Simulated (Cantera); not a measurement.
Charge: 1 mol SiC, 0.41 mol Si, 9.2 mol H2, equilibrated at 13.3 mbar.

Cantera equilibrium calculation (NASA polynomials, part measured and part estimated; ideal gas, pure solids and liquids). Candidate condensed phases: C, C6H6, C7H8, C8H18, Si, SiC; 99 gas species. Ions and electrons are included (thermal ionisation). Gases not in the tables: Si2H6 and higher silanes. Equilibrium is a limit: real reactors are often held back by kinetics, nucleation or transport.

Problem. Which condensed phases are stable at each of these points (T (°C)): 2227, 2727, 3227, 3727, 4227, 4727?

Solution. 
| T (°C) | condensed phases | Si condensed (%) |
|---|---|---|
| 2227 | C(graphite) | 0.0 |
| 2727 | gas only | 0.0 |
| 3227 | gas only | 0.0 |
| 3727 | gas only | 0.0 |
| 4227 | gas only | 0.0 |
| 4727 | gas only | 0.0 |

At 2227 °C the condensed part is C(graphite). From 2727 °C to 4727 °C nothing is condensed.
